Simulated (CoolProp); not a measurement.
A single-stage vapour-compression cycle with the fluid: evaporating at 231.15 K (dew point), condensing at 253.15 K (bubble point), superheat 5 K, subcooling 0 K, compressor efficiency 0.7, no pressure losses. The same conditions are run with several fluids, on thermodynamics alone (safety and materials aside).

Computed with CoolProp (reference Helmholtz-energy equation of state of each fluid (ethylene: Smukala 2000; fluoroethane (R161): Wu 2012; R125: Lemmon 2005; nitrous oxide: Lemmon 2006; propane: Lemmon 2009; R404A: Lemmon 2003)). Blends and air are pseudo-pure fits.

| fluid | cooling COP | pressure ratio | discharge temperature (K) | refrigerating effect (kJ/kg) | volumetric capacity (kJ/m³) |
|---|---|---|---|---|---|
| ethylene | 5.78 | 1.85 | 282.1 | 305 | 7340 |
| fluoroethane (R161) | 6.74 | 2.59 | 289.6 | 391 | 809 |
| R125 | 6.63 | 2.49 | 268.8 | 139 | 1210 |
| nitrous oxide | 6.28 | 2.06 | 293.2 | 277 | 6100 |
| propane | 6.76 | 2.40 | 276.6 | 382 | 905 |
| R404A | 6.44 | 2.57 | 273.7 | 173 | 1080 |
